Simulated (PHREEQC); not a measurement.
Consider water at 25 °C with 0.099 mol HBr, 0.25 mol ZnSO4 and 0.036 mol MgCl2 per kg of water. Closed to the air; pH follows from the charge balance.

The numbers come from PHREEQC with the ion-association model, wateq4f.dat.

This is a speciation only: nothing precipitates in the calculation.

Estimate the pH, activity of water, ionic strength.

pH 1.47; activity of water 0.990; ionic strength 0.633 mol/kgw.

In which forms is Cl present?

Cl- 91 %, ZnCl+ 8.2 % of the Cl.

Species that the database lacks are ignored.
